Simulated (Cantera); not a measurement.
A closed system holds: 1 mol BF3, 4.5 mol O2, equilibrated at 1502 °C and 10000 Pa.

Equilibrium computed with Cantera from the NASA thermochemical tables; the gas is ideal and each condensed phase is pure. Candidate condensed phases: B, B2O3; 21 gas species. Kinetics and transport are ignored.

Base state: O2 0.817, BF3 0.181, F 0.000971, BOF 0.000467, O 0.000274, BOF2 3.71e-5 (mole fractions); condensed: gas only.

Problem. What changes in the equilibrium state with this change: pressure from 10000 Pa to 55.0 Pa?

Solution. 
```tsv
species	before	after
O2	0.817	0.804
BF3	0.181	0.173
F	0.000971	0.0127
BOF	0.000467	0.00634
O	0.000274	0.00366
BOF2	3.71e-5	3.63e-5
```

Problem. What changes in the equilibrium state with this change: temperature from 1502 °C to 2002 °C?

Solution. 
```csv
species,before,after
O2,0.817,0.781
BF3,0.181,0.161
F,0.000971,0.0303
O,0.000274,0.0120
BOF,0.000467,0.0150
BF2,1.16e-7,3.72e-5
BOF2,3.71e-5,0.000326
```
The tables' values for BF2 are old estimates; treat these amounts as uncertain.

Problem. What changes in the equilibrium state with this change: BF3 replaced by borazine?

Solution. 
| species | before | after |
|---|---|---|
| HBO2 | 0 | 0.322 |
| H2O | 0 | 0.302 |
| N2 | 0 | 0.231 |
| O2 | 0.817 | 0.114 |
| BF3 | 0.181 | 0 |
| B2O3 | <1e-9 | 0.0241 |
| OH | 0 | 0.00157 |
| NO | 0 | 0.00153 |
| F | 0.000971 | 0 |
| B2O3(l), mol | 0 | 0.296 |
The feed counts by its element totals alone. Further candidate phases: BN, B3O3H3, H2O.
